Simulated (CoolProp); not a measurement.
Saturated liquid density (kg/m³) of R236FA: the reference equation beside estimates from Tc = 124.9 °C, pc = 3191 kPa, ω = 0.377. Rackett uses Z = 0.29056 − 0.08775 ω.

The numbers come from the reference Helmholtz-energy equation of state, Pan 2012 in CoolProp.

```csv
T (°C),reference,Rackett,van der Waals,Peng-Robinson
8.25,1415,1480,831.6,1448
19.65,1378,1440,809.8,1407
31.05,1339,1397,786.7,1363
42.45,1297,1352,761.9,1313
53.85,1253,1305,735.3,1258
65.15,1206,1253,706.5,1197
76.55,1153,1197,674.5,1127
87.95,1093,1133,638.3,1045
99.35,1021,1057,595.9,946.8
```

Absolute difference from the reference over all 9 rows, mean and median: Rackett 4.1 and 4.2 %, van der Waals 41.4 and 41.3 %, Peng-Robinson 2.5 and 2.1 %.
